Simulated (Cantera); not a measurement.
Charge: 1 mol Si2H6, 3.6 mol N2O, equilibrated at 800 Pa.

Cantera equilibrium calculation (NASA polynomials, part measured and part estimated; ideal gas, pure solids and liquids). Candidate condensed phases: H2O, Si, SiO2, Si2N2O, Si3N4; 35 gas species. The feed counts by its element totals alone. The tables hold silica as quartz up to 1696 K and as liquid above; real silica turns to tridymite and cristobalite and melts near 1996 K. The numbers say what is thermodynamically allowed, not how fast it happens.

Over these rows the condensed part is SiO2(condensed). Partial pressures as log10 of bar:

```json
[
 {"T (K)": "1700", "1000/T (1/K)": "0.5882", "log p H2O": "-5.69", "log p N2": "-2.39", "log p H2": "-2.47", "log p SiO": "-3.34"},
 {"T (K)": "1750", "1000/T (1/K)": "0.5714", "log p H2O": "-5.23", "log p N2": "-2.39", "log p H2": "-2.47", "log p SiO": "-3.34"},
 {"T (K)": "1800", "1000/T (1/K)": "0.5556", "log p H2O": "?", "log p N2": "-2.39", "log p H2": "-2.47", "log p SiO": "-3.33"},
 {"T (K)": "1850", "1000/T (1/K)": "0.5405", "log p H2O": "-4.41", "log p N2": "-2.39", "log p H2": "-2.47", "log p SiO": "-3.31"},
 {"T (K)": "1900", "1000/T (1/K)": "0.5263", "log p H2O": "-4.07", "log p N2": "-2.39", "log p H2": "-2.48", "log p SiO": "-3.27"},
 {"T (K)": "1950", "1000/T (1/K)": "0.5128", "log p H2O": "-3.78", "log p N2": "-2.40", "log p H2": "-2.50", "log p SiO": "-3.21"}
]
```

Fit log p(H2O) = a + b·(1000/T) to the five rows, give the apparent enthalpy, and predict the row at 1800 K.

Means: 1000/T = 0.5478, log p = -4.636. Sxy = -0.100379, Sxx = 0.0039297, so b = -25.54 and a = -4.636 − (-25.54)×0.5478 = 9.36.
Apparent enthalpy: −19.145 × (-25.54) = 489 kJ/mol. With the condensed phases at unit activity, SiO2(condensed) + H2(g) = H2O(g) + SiO(g) links this pressure to the main gases: over the six rows their terms move log p by -0.16 in all, so the slope isn't that reaction's ΔH° alone. The five rows lie within 0.04 of the line.
Prediction at 1800 K: 9.36 + (-25.54)×0.5556 = -4.83. The computed value is -4.80, 0.03 from the line.
